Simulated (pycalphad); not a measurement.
An equivalent pycalphad script:

```python
from pycalphad import Database, equilibrium, calculate, variables as v
import numpy as np
db = Database('COST507.tdb')
comps = ['TI', 'HF', 'B', 'VA']
phases = ['B2M', 'B2TI', 'B4M3', 'B4TI3', 'BCC_A2', 'BETA_RHOMBO_B', 'BM', 'BTI', 'HCP_A3', 'LIQUID']
eq = equilibrium(db, comps, phases, {v.X('HF'): 0.0813, v.X('B'): 0.0194, v.T: np.arange(2850, 499, -50), v.P: 101325, v.N: 1}, output=['HM', 'SM'])
```

CALPHAD calculation (pycalphad, COST 507 light-alloy database (1999)), 1 atm. These are 1990s assessments: newer ones move some temperatures and phases. Phase fractions are per mole of atoms. Kinetics are ignored, which matters at the lower temperatures.

Results at three of the temperatures:

```
T = 2050.00 K, P = 101325 Pa, N = 1 mol of atoms
G = -141099 J/mol, H = 73280 J/mol, S = 104.58 J/(mol K)  (SER reference)
chemical potentials (J/mol): Ti -133132, Hf -205896, B -238859
phase             fraction      x(Ti)      x(Hf)       x(B)
LIQUID              1.0000     0.8993     0.0813     0.0194
```

```
T = 1900.00 K, P = 101325 Pa, N = 1 mol of atoms
G = -125670 J/mol, H = 66435 J/mol, S = 101.11 J/(mol K)  (SER reference)
chemical potentials (J/mol): Ti -118148, Hf -185240, B -224707
phase             fraction      x(Ti)      x(Hf)       x(B)
LIQUID              1.0000     0.8993     0.0813     0.0194
```

```
T = 1200.00 K, P = 101325 Pa, N = 1 mol of atoms
G = -65200 J/mol, H = 28510 J/mol, S = 78.09 J/(mol K)  (SER reference)
chemical potentials (J/mol): Ti -59591, Hf -99318, B -182240
phase             fraction      x(Ti)      x(Hf)       x(B)
BCC_A2              0.9632     0.9148     0.0842     0.0010
BM                  0.0368     0.4943     0.0057     0.5000
```

Changes of the phase set, refined by bisection:

| T (°C) | phases above | phases below |
|---|---|---|
| 1616.5 | LIQUID | BCC_A2 + LIQUID |
| 1542.8 | BCC_A2 + LIQUID | BCC_A2 + BM |
| 829.7 | BCC_A2 + BM | BCC_A2 + BM + HCP_A3 |
| 821.7 | BCC_A2 + BM + HCP_A3 | BM + HCP_A3 |

Database names, with the compositions (at.%) that they take in these runs: BM: Ti 49 B 50 Hf 0. BCC_A2 is bcc; HCP_A3 is hcp.
